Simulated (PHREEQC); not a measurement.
Dissolve 160 mmol/kgw HF and 130 mmol/kgw K2HPO4 at 90 °C. Closed to the air; pH follows from the charge balance.

Equilibrium calculation in PHREEQC: ion-association model, wateq4f.dat.

Precipitation was switched off in this run.

Estimate the pH, activity of water.

pH 4.32; activity of water 0.991.

In which forms is F present?

F- 75 %, HF2- 13 %, HF 12 % of the F.

H3PO4, which wateq4f.dat lacks, is added to it with the constant of phreeqc.dat. Constants without temperature data keep their 25 °C values here.
